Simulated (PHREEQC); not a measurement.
0.012 g of hydrous ferric oxide (600 m²/g; 0.2 weak and 0.005 strong sites per Fe, Dzombak-Morel constants, diffuse double layer) in 1 kg of water with 0.05 mol/kgw of an inert sodium salt and 4.4e-05 mmol/kgw Ag2SO4, at 25 °C; the pH is set by adding NaOH or the inert anion's acid. Oxygen is held at 0.21 atm. CO2 from the air is kept out. Precipitation was switched off in this run.

Base run: PHREEQC, ion-association model, wateq4f.dat. Each further column changes one thing. The table gives Ag sorbed (%).

```csv
pH,base,no electrostatic term (-no_edl),background salt from 0.05 to 0.005 mol/kgw,oxide from 0.012 to 0.06 g/kgw,3e-05 mol/kgw CuSO4 added
4,0.0,0.0,0.0,0.0,0.0
5.12,0.1,0.0,0.1,…,0.0
5.88,0.5,0.0,0.7,…,0.0
7,7.4,3.5,8.4,28.5,0.0
8.12,50.2,50.2,53.2,84.1,0.6
8.88,84.6,…,86.2,96.8,3.5
10,98.5,88.0,…,…,…
```

Fill in the missing entries.


- 5.12, oxide from 0.012 to 0.06 g/kgw: 0.4
- 5.88, oxide from 0.012 to 0.06 g/kgw: 2.6
- 8.88, no electrostatic term (-no_edl): 79.1
- 10, background salt from 0.05 to 0.005 mol/kgw: 98.7
- 10, oxide from 0.012 to 0.06 g/kgw: 99.7
- 10, 3e-05 mol/kgw CuSO4 added: 32.6

 In at least one series the solution becomes supersaturated in solids that the run did not let form, among them Cu(OH)2, Brochantite. The database's constant for dissolved Cu(OH)2 is higher than later reviews accept.
